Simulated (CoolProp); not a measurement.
Vapour-liquid equilibrium of R22 (1) + n-pentane (2) at 0.0166 MPa; x and y are mole fractions of (1).

The numbers come from the multi-fluid Helmholtz-energy mixture model, Kamei 1995 and Thol 2019; pair parameters Bell 2016 in CoolProp.

```json
[
 {"x": "0.05", "bubble temperature (°C)": "-39.1", "y at the bubble point": "0.833", "dew temperature at overall composition x (°C)": "-9.2", "liquid density (mol/L)": "9.659"},
 {"x": "0.2", "bubble temperature (°C)": "-62.2", "y at the bubble point": "0.973", "dew temperature at overall composition x (°C)": "-12.6", "liquid density (mol/L)": "10.68"},
 {"x": "0.35", "bubble temperature (°C)": "-67.8", "y at the bubble point": "0.985", "dew temperature at overall composition x (°C)": "-16.6", "liquid density (mol/L)": "11.59"},
 {"x": "0.5", "bubble temperature (°C)": "-69.6", "y at the bubble point": "0.988", "dew temperature at overall composition x (°C)": "-21.4", "liquid density (mol/L)": "12.57"},
 {"x": "0.65", "bubble temperature (°C)": "-70.4", "y at the bubble point": "[?]", "dew temperature at overall composition x (°C)": "[?]", "liquid density (mol/L)": "13.70"},
 {"x": "0.8", "bubble temperature (°C)": "-71.2", "y at the bubble point": "0.992", "dew temperature at overall composition x (°C)": "-36.4", "liquid density (mol/L)": "15.05"},
 {"x": "0.95", "bubble temperature (°C)": "[?]", "y at the bubble point": "[?]", "dew temperature at overall composition x (°C)": "-55.1", "liquid density (mol/L)": "[?]"}
]
```

Task: Fill in the missing entries.

Result: 
- 0.65, y at the bubble point: 0.990
- 0.65, dew temperature at overall composition x (°C): -27.5
- 0.95, bubble temperature (°C): -72.6
- 0.95, y at the bubble point: 0.997
- 0.95, liquid density (mol/L): 16.70

No azeotrope shows between x = 0.05 and 0.95.

Pair parameters are fitted to limited data, so mixtures are less certain than the pure fluids. With so large a gap from Raoult's law the liquid may split in two, which this calculation doesn't test in full.
